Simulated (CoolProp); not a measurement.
Vapour-liquid equilibrium of diethyl ether (1) + methanol (2) at 92.85 °C; x and y are mole fractions of (1).

Values from CoolProp's multi-fluid Helmholtz-energy mixture model, Thol 2014 and de Reuck 1993; pair parameters Bell 2016.

**Question.** Give the bubble pressure and the first vapour's composition at x = 0.35, 0.45, 0.55. Is there an azeotrope?

**Answer.** x = 0.35: 0.4951 MPa, y = 0.559; x = 0.45: 0.5218 MPa, y = 0.615; x = 0.55: 0.5416 MPa, y = 0.666. y crosses x between x = 0.75 and 0.85: the model has an azeotrope there.

Pair parameters are fitted to limited data, so mixtures are less certain than the pure fluids.
